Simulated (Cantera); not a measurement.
Charge: 1 mol PbO, 0.018 mol O₂, 13 mol H₂, held at 950 K and 1 atm.

Cantera equilibrium calculation (NASA polynomials, part measured and part estimated; ideal gas, pure solids and liquids). Candidate condensed phases: H₂O, Pb, PbO, PbO₂, Pb₃O₄; 12 gas species. The numbers say what is thermodynamically allowed, not how fast it happens.

Base state: H₂ 0.920, H₂O 0.0797 (mole fractions); condensed: Pb(l).

Question: What changes in the equilibrium state with this change: PbO replaced by Fe(CO)₅?

Answer: 
```csv
species,before,after
H₂,0.920,0.637
CO,0,0.158
H₂O,0.0797,0.0949
CH₄,0,0.0688
CO₂,0,0.0421
"Pb(l), mol",1.000,0
"C(graphite), mol",0,0.984
"Fe(α), mol",0,1.00
```
Condensed phases not in the tables: cementite and carbon dissolved in iron. Further candidate phases: C, C₆H₆, C₇H₈, C₈H₁₈, Fe, Fe(CO)₅, FeO, Fe(OH)₂, Fe(OH)₃, Fe₂O₃, Fe₃O₄.
